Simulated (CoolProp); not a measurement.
Vapour-liquid equilibrium of R22 (1) + n-pentane (2) at 313.1 K; x and y are mole fractions of (1).

Computed with CoolProp (multi-fluid Helmholtz-energy mixture model, Kamei 1995 and Thol 2019; pair parameters Bell 2016).

Q: Give the bubble pressure and the first vapour's composition at x = 0.2, 0.35, 0.8. Is there an azeotrope?

A: x = 0.2: 0.5325 MPa, y = 0.796; x = 0.35: 0.7707 MPa, y = 0.869; x = 0.8: 1.272 MPa, y = 0.955. No azeotrope shows between x = 0.05 and 0.95.

Pair parameters are fitted to limited data, so mixtures are less certain than the pure fluids.
